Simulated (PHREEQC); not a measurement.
A column of 0.5 m (30 cells, dispersivity 0.018 m, 720 s a shift, diffusion coefficient 3e-10 m²/s) holds 0.0029 eq of the database's cation exchanger X per kg of pore water, first in equilibrium with 0.019 mol/kgw MnCl2 and 1e-05 mol/kgw HCl. It is flushed with 0.00087 mol BaCl2 and 1e-05 mol HCl per kg of water, at 15 °C. Values are for the last cell. The system is closed to CO2. Precipitation was switched off in this run.

The series has 31 steps of pore volumes, from 0 to 6.017.

Model: ion-association model, phreeqc.dat, run in PHREEQC.

### Question
After how many pore volumes does Ba at the outlet first reach half of its feed value?

### Answer
By 2.8 pore volumes.
